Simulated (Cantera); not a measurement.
Input (Python, Cantera) and output of one run.

```python
import numpy as np
import cantera as ct

gas_names = """
    B BN BO BO2 B2 B2O B2O2 B2O3 N NO NO2 NO3 N2 N2O O O2 O3
""".split()
cond_names = """
    B(b) B(L) BN(s) B2O3(L)
""".split()


def load(file, names, dense=False):
    # The tables refer to 1 bar. Condensed volumes are neglected.
    table = {s.name: s for s in ct.Species.list_from_file(file)}
    out = []
    for n in names:
        d = dict(table[n].input_data)
        d["thermo"] = dict(d["thermo"], **{"reference-pressure": 1e5})
        if dense:
            d["equation-of-state"] = {"model": "constant-volume", "density": "1e6 g/cm^3"}
        out.append(ct.Species.from_dict(d))
    return out


gas = ct.Solution(thermo="ideal-gas", species=load("nasa_gas.yaml", gas_names))
cond = {s.name: ct.Solution(thermo="fixed-stoichiometry", species=[s], name=s.name)
        for s in load("nasa_condensed.yaml", cond_names, dense=True)}
atoms = {
    'BN': {'B': 1, 'N': 1},
    'O2': {'O': 2},
    'N2': {'N': 2},
}
top_T = {'BN(s)': 3200}  # K; cautious upper limits of use, not melting points


def equilibrate(T, P, feed):
    n = {}
    for name, mol in feed.items():
        for a, k in atoms[name].items():
            n[a] = n.get(a, 0.0) + k * mol
    gas.TPX = T, P, n
    mass = sum(n.values()) * gas.mean_molecular_weight
    gas.equilibrate("TP")
    valid = [c for c in cond.values() if c.min_temp <= T <= top_T.get(c.name, c.max_temp)]
    mix = ct.Mixture([(gas, mass / gas.mean_molecular_weight)] + [(c, 0.0) for c in valid])
    mix.T, mix.P = T, P
    mix.equilibrate("TP", solver="vcs", rtol=1e-11, max_steps=5000)
    return mix


results = []
feed = {'BN': 1, 'O2': 11, 'N2': 8.4}  # mol
T = 1948.15  # K
P = 220  # Pa
mix = equilibrate(T, P, feed)
results.append((T, P, feed, dict(zip(mix.species_names, mix.species_moles))))
x = sorted(zip(gas.X, gas.species_names), reverse=True)
print(f"T = {T:g} K  P = {P:g} Pa  gas = {mix.phase_moles(0):.4g} mol")
print("   x: " + "  ".join(f"{s} {v:.3e}" for v, s in x if v > 1e-06))
print("   condensed (mol): " + ("  ".join(f"{mix.phase(i).name} {mix.phase_moles(i):.4g}"
      for i in range(1, mix.n_phases) if mix.phase_moles(i) > 1e-12) or "none"))
```

Result:

```
T = 1948.15 K  P = 220 Pa  gas = 19.79 mol
   x: O2 5.069e-01  N2 4.458e-01  B2O3 1.777e-02  BO2 1.493e-02  NO 7.732e-03  O 6.750e-03  BO 5.557e-05  NO2 1.069e-06
   condensed (mol): none
```

Method: chemical equilibrium by Gibbs-energy minimisation in Cantera with the NASA 1993 tables (ideal gas, pure condensed phases).
